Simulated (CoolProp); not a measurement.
R115 at 293.15 K and 1.25 MPa is throttled through a valve to 0.607 MPa with no heat exchange. Each further row changes one setting.

Computed with CoolProp (reference Helmholtz-energy equation of state, Lemmon 2016).

```tsv
case	temperature change (K)	final phase	final density (kg/m³)
as stated	-9.4	two-phase, vapour fraction 0.098	364
outlet pressure 0.182 MPa	…	two-phase, vapour fraction 0.384	…
outlet pressure 0.789 MPa	-0.1	…	…
```

### Question
Fill in the missing entries.

### Answer

- outlet pressure 0.182 MPa, temperature change (K): -45.2
- outlet pressure 0.182 MPa, final density (kg/m³): 37.4
- outlet pressure 0.789 MPa, final phase: two-phase, vapour fraction 0.001
- outlet pressure 0.789 MPa, final density (kg/m³): 1290
